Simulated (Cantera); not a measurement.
Thermodynamics of halide evaporation, hydrolysis and transport, feed CuF2 + H2O + N2

A closed system holds: 1 mol CuF2, 2.5 mol H2O, 6.6 mol N2, equilibrated at 1.80 Torr.

These are equilibrium values from Cantera (NASA tables, ideal gas, pure condensed phases), not measurements of a reactor. Candidate condensed phases: Cu, CuF2, CuO, Cu(OH)2, Cu2O, H2O; 45 gas species. Kinetics and transport are ignored.

| T (°C) | x N2 | x HF | x H2O | x O2 | x CuF | x Cu | x NO | n Cu2O(s) |
|---|---|---|---|---|---|---|---|---|
| 727 | 0.638 | 0.193 | 0.145 | 0.0241 | 1.86e-6 | 2.38e-10 | 9.54e-6 | 0.500 |
| 777 | 0.638 | 0.193 | 0.145 | 0.0241 | 6.40e-6 | 2.60e-9 | 1.61e-5 | 0.500 |
| 827 | 0.638 | 0.193 | 0.145 | 0.0241 | 1.96e-5 | 2.27e-8 | 2.59e-5 | 0.500 |
| 877 | 0.638 | 0.193 | 0.145 | 0.0241 | 5.45e-5 | 1.64e-7 | 4.00e-5 | 0.500 |
| 927 | 0.638 | 0.193 | 0.145 | 0.0241 | 0.000138 | 1.00e-6 | 5.96e-5 | 0.499 |
| 977 | 0.638 | 0.193 | 0.145 | 0.0241 | 0.000325 | 5.28e-6 | 8.60e-5 | 0.498 |
| 1027 | 0.637 | 0.192 | 0.145 | 0.0241 | 0.000711 | 2.44e-5 | 0.000121 | 0.496 |
| 1077 | 0.637 | 0.192 | 0.145 | 0.0241 | 0.00146 | 0.000101 | 0.000165 | 0.492 |
| 1127 | 0.636 | 0.190 | 0.146 | 0.0241 | 0.00283 | 0.000373 | 0.000220 | 0.483 |
| 1177 | 0.635 | 0.187 | 0.147 | 0.0242 | 0.00518 | 0.00126 | 0.000289 | 0.467 |
x: gas mole fraction; n: condensed amount in mol.

From 727 °C to 1177 °C the condensed part is Cu2O(s). The main Cu-bearing gas is CuF throughout.
